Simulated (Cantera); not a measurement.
A perfectly stirred reactor is fed with CH4 : H2O = 1 : 1.2 (molar parts), at 353 Torr; it is held at 1425 K, and followed from long to short residence time.

Computed with Cantera and GRI-Mech 3.0 (53 species, 325 reactions).

Task: What does this change do: H2O 1.2 to 0.12 parts?

Result: 
```
quantity                   before     after
-----------------------  --------  --------
x(CH4) at τ = 3.70 s        0.245     0.467
x(H2O) at τ = 3.70 s        0.454    0.0818
x(CH2CO) at τ = 3.70 s    2.30e-5   5.79e-6
x(H2) at τ = 3.70 s         0.225     0.335
x(C2H2) at τ = 3.70 s      0.0615     0.101
x(CH4) at τ = 39.0 ms       0.448     0.882
x(H2O) at τ = 39.0 ms       0.544     0.107
x(CH2CO) at τ = 39.0 ms   2.30e-7   4.96e-8
x(H2) at τ = 39.0 ms      0.00484   0.00726
x(C2H2) at τ = 39.0 ms   0.000545  0.000712
```
GRI-Mech 3.0 stops at C3 and has no aromatics, soot or wall deposition, so with more carbon than oxygen in the feed, carbon stays in small species such as C2H2 where larger ones or solid carbon would form.

Task: What does this change do: temperature 1425 to 1825 K?

Result: 
```csv
quantity,before,after
x(CH4) at τ = 3.70 s,0.245,0.00871
x(H2O) at τ = 3.70 s,0.454,0.0834
x(CH2CO) at τ = 3.70 s,2.30e-5,3.75e-6
x(H2) at τ = 3.70 s,0.225,0.682
x(C2H2) at τ = 3.70 s,0.0615,0.0154
x(CH4) at τ = 39.0 ms,0.448,0.0631
x(H2O) at τ = 39.0 ms,0.544,0.314
x(CH2CO) at τ = 39.0 ms,2.30e-7,8.50e-5
x(H2) at τ = 39.0 ms,0.00484,0.468
x(C2H2) at τ = 39.0 ms,0.000545,0.0958
```
